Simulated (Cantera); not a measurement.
A closed system holds: 1 mol CH₃Cl, 0.4 mol H₂, held at 10000 Pa.

Method: chemical equilibrium by Gibbs-energy minimisation in Cantera with the NASA 1993 tables (ideal gas, pure condensed phases). Candidate condensed phases: C, C₆H₆, C₇H₈, C₈H₁₈; 91 gas species. Kinetics and transport are ignored.

Question: What share of the C ends up in condensed phases as a function of T (°C), at 2000, 2050, 2100, 2150, 2200, 2250, 2300, 2350, 2400, 2450, 2500, 2550, 2600, 2650?

Answer: 
```csv
T (°C),C condensed (%),as
2000,98.9,C(graphite)
2050,98.6,C(graphite)
2100,98.3,C(graphite)
2150,97.8,C(graphite)
2200,97.3,C(graphite)
2250,96.7,C(graphite)
2300,96.0,C(graphite)
2350,95.1,C(graphite)
2400,94.1,C(graphite)
2450,93.0,C(graphite)
2500,91.6,C(graphite)
2550,90.0,C(graphite)
2600,88.1,C(graphite)
2650,85.7,C(graphite)
```
